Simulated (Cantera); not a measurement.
A closed system holds: 1 mol Si₂Cl₆, 120 mol N₂, equilibrated at 6.20 mbar.

Method: chemical equilibrium by Gibbs-energy minimisation in Cantera with the NASA 1993 tables (ideal gas, pure condensed phases). Candidate condensed phases: Si, Si₃N₄; 13 gas species. The feed counts by its element totals alone. N₂ is the only nitrogen source here; it is nearly inert below about 1500 K, so the nitride shown seldom forms there in practice. The numbers say what is thermodynamically allowed, not how fast it happens.

**Question.** Which condensed phases are stable at each of these points (T (°C)): 1050, 1100, 1150, 1200, 1250, 1300, 1350, 1400?

**Answer.** 
| T (°C) | condensed phases | Si condensed (%) |
|---|---|---|
| 1050 | Si₃N₄(s) | 6.8 |
| 1100 | gas only | 0.0 |
| 1150 | gas only | 0.0 |
| 1200 | gas only | 0.0 |
| 1250 | gas only | 0.0 |
| 1300 | gas only | 0.0 |
| 1350 | gas only | 0.0 |
| 1400 | gas only | 0.0 |

At 1050 °C the condensed part is Si₃N₄(s). From 1100 °C to 1400 °C nothing is condensed.
